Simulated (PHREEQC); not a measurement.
Consider water at 66 °C with 0.0018 mol/kgw HF, 7.2e-05 mol/kgw KF and 9.9e-05 mol/kgw H4SiO4. Closed to the air; pH follows from the charge balance.

Equilibrium calculation in PHREEQC: ion-association model, wateq4f.dat.

Precipitation was switched off in this run.

Task: Order these F species by the share of F that they hold, largest first: HF2-, HF, F-.

Result: HF (64 %), F- (35 %), HF2- (0.37 %)

The pH is 3.24 and the ionic strength 0.000661 mol/kgw. Species that the database lacks are ignored. Constants without temperature data keep their 25 °C values here. SiF6-2 is the database's only silicon fluoride.
